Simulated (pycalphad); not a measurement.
An equivalent pycalphad script:

```python
from pycalphad import Database, equilibrium, calculate, variables as v
import numpy as np
db = Database('COST507.tdb')
comps = ['HF', 'C', 'VA']
phases = ['BCC_A2', 'FCC_A1', 'GRAPHITE', 'HCP_A3', 'LIQUID']
eq = equilibrium(db, comps, phases, {v.X('C'): 0.349, v.T: np.arange(3300, 499, -75), v.P: 101325, v.N: 1}, output=['HM', 'SM'])
```

Computed with pycalphad from the COST 507 light-alloy database (1999), at 1 atm. These are 1990s assessments: newer ones move some temperatures and phases. Phase fractions are per mole of atoms. Kinetics are ignored, which matters at the lower temperatures.

Results at three of the temperatures:

```
T = 3150.00 K, P = 101325 Pa, N = 1 mol of atoms
G = -289986 J/mol, H = -1221 J/mol, S = 91.67 J/(mol K)  (SER reference)
chemical potentials (J/mol): Hf -290766, C -288531
phase             fraction      x(Hf)       x(C)
FCC_A1              0.9616     0.6412     0.3588
LIQUID              0.0384     0.8967     0.1033
```

```
T = 2025.00 K, P = 101325 Pa, N = 1 mol of atoms
G = -195215 J/mol, H = -40909 J/mol, S = 76.20 J/(mol K)  (SER reference)
chemical potentials (J/mol): Hf -153021, C -273921
phase             fraction      x(Hf)       x(C)
FCC_A1              0.9862     0.6472     0.3528
HCP_A3              0.0138     0.9251     0.0749
```

```
T = 525.00 K, P = 101325 Pa, N = 1 mol of atoms
G = -104385 J/mol, H = -84148 J/mol, S = 38.55 J/(mol K)  (SER reference)
chemical potentials (J/mol): Hf -24863, C -252721
phase             fraction      x(Hf)       x(C)
FCC_A1              0.9195     0.6216     0.3784
HCP_A3              0.0805     0.9868     0.0132
```

Changes of the phase set, refined by bisection:

```tsv
T (K)	phases above	phases below
2965.4	fcc + liquid	fcc
2173.1	fcc	fcc + hcp
```

FCC_A1 is fcc; HCP_A3 is hcp. The fcc model also describes the rock-salt carbide or nitride (TiC, TiN, HfC).
